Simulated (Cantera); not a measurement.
Feed: 1 mol SiH2Cl2, 0.09 mol O2, 12 mol N2, held at 1473 K and 1.00 bar.

Method: chemical equilibrium by Gibbs-energy minimisation in Cantera with the NASA 1993 tables (ideal gas, pure condensed phases). Candidate condensed phases: H2O, NH4Cl, Si, SiO2, Si2N2O, Si3N4; 47 gas species. N2 is the only nitrogen source here; it is nearly inert below about 1500 K, so the nitride shown seldom forms there in practice. Mutual solubility and eutectic melting of coexisting phases are not modelled. The tables' values for SiCl3 are old estimates; treat these amounts as uncertain. Equilibrium is a limit: real reactors are often held back by kinetics, nucleation or transport.

Base state: N2 0.863, HCl 0.0959, H2 0.0268, SiCl4 0.0113, SiCl3 0.00189, SiCl2 0.00109, SiHCl3 0.000296 (mole fractions); condensed: Si2N2O(s) + Si3N4(s).

Task: What changes in the equilibrium state with this change: SiH2Cl2 replaced by SiH4?

Result: 
| species | before | after |
|---|---|---|
| N2 | 0.863 | 0.851 |
| H2 | 0.0268 | 0.149 |
| HCl | 0.0959 | 0 |
| SiCl4 | 0.0113 | 0 |
| SiCl3 | 0.00189 | 0 |
| SiCl2 | 0.00109 | 0 |
| SiHCl3 | 0.000296 | 0 |
| Si2N2O(s), mol | 0.180 | 0.180 |
| Si3N4(s), mol | 0.149 | 0.213 |

Task: What changes in the equilibrium state with this change: N2 from 12 to 1.2 mol?

Result: 
```json
[
 {"species": "HCl", "before": "0.0959", "after": "0.376"},
 {"species": "N2", "before": "0.863", "after": "0.308"},
 {"species": "H2", "before": "0.0268", "after": "0.206"},
 {"species": "SiCl4", "before": "0.0113", "after": "0.0903"},
 {"species": "SiCl3", "before": "0.00189", "after": "0.0107"},
 {"species": "SiH2Cl2", "before": "1.22e-6", "after": "3.73e-5"},
 {"species": "SiHCl3", "before": "0.000296", "after": "0.00463"},
 {"species": "SiCl2", "before": "0.00109", "after": "0.00433"},
 {"species": "Si2N2O(s), mol", "before": "0.180", "after": "0.180"},
 {"species": "Si3N4(s), mol", "before": "0.149", "after": "0.121"}
]
```
